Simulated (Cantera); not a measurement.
Cantera run:

```python
import numpy as np
import cantera as ct

gas_names = """
    CL CL2 H HCL H2 Si SiCL SiCL2 SiCL3 SiCL4 SiH SiHCL3 SiH2 SiH2CL2 SiH3 SiH3CL SiH4 Si2 Si3
""".split()
cond_names = """
    Si(cr) Si(L)
""".split()


# ... load() reads the species with a 1 bar reference pressure and builds the phases ...
atoms = {
    'Si2H6': {'Si': 2, 'H': 6},
    'HCl': {'H': 1, 'CL': 1},
    'H2': {'H': 2},
}
top_T = {}  # K; cautious upper limits of use, not melting points


# ... equilibrate(T, P, feed) seeds the gas with the atoms and calls Mixture.equilibrate('TP', solver="vcs", rtol=1e-11, max_steps=5000) ...
results = []
feed = {'Si2H6': 1, 'HCl': 3.2, 'H2': 400}  # mol
T = 900  # K
P = 110000  # Pa
mix = equilibrate(T, P, feed)
results.append((T, P, feed, dict(zip(mix.species_names, mix.species_moles))))
x = sorted(zip(gas.X, gas.species_names), reverse=True)
print(f"T = {T:g} K  P = {P:g} Pa  gas = {mix.phase_moles(0):.4g} mol")
print("   x: " + "  ".join(f"{s} {v:.3e}" for v, s in x if v > 1e-06))
print("   condensed (mol): " + ("  ".join(f"{mix.phase(i).name} {mix.phase_moles(i):.4g}"
      for i in range(1, mix.n_phases) if mix.phase_moles(i) > 1e-12) or "none"))
```

It prints:

```
T = 900 K  P = 110000 Pa  gas = 405.3 mol
   x: H2 9.966e-01  SiHCL3 1.269e-03  HCL 1.256e-03  SiCL4 5.634e-04  SiH2CL2 2.713e-04  SiH3CL 1.414e-05  SiCL3 5.043e-06  SiCL2 2.152e-06
   condensed (mol): Si(cr) 1.138
```

Cantera equilibrium calculation (NASA polynomials, part measured and part estimated; ideal gas, pure solids and liquids). The feed counts by its element totals alone.
